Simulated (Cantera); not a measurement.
A closed system holds: 1 mol Al(CH₃)₃, 11 mol O₂, 6.1 mol N₂, held at 950 K and 5.48 Torr.

Method: chemical equilibrium by Gibbs-energy minimisation in Cantera with the NASA 1993 tables (ideal gas, pure condensed phases). The feed counts by its element totals alone. Equilibrium is a limit: real reactors are often held back by kinetics, nucleation or transport.

| species | before | after |
|---|---|---|
| N₂ | 0.328 | 0.320 |
| O₂ | 0.269 | 0.260 |
| H₂O | 0.242 | 0.227 |
| OH | 2.33e-7 | 0.0157 |
| CO₂ | 0.161 | 0.151 |
| CO | <1e-9 | 0.00824 |
| O | <1e-9 | 0.00686 |
| H₂ | <1e-9 | 0.00256 |
| H | <1e-9 | 0.00156 |
| NO | 1.28e-5 | 0.00660 |
| Al₂O₃(s), mol | 0.500 | 0.500 |
Gas species are given as mole fractions.

**Question.** Which change was made?
A) O₂ from 11 to 1.5 mol
B) temperature from 950 K to 2073 K
C) temperature from 950 K to 1573 K
D) O₂ from 11 to 2.2 mol

**Answer.** B, temperature from 950 K to 2073 K
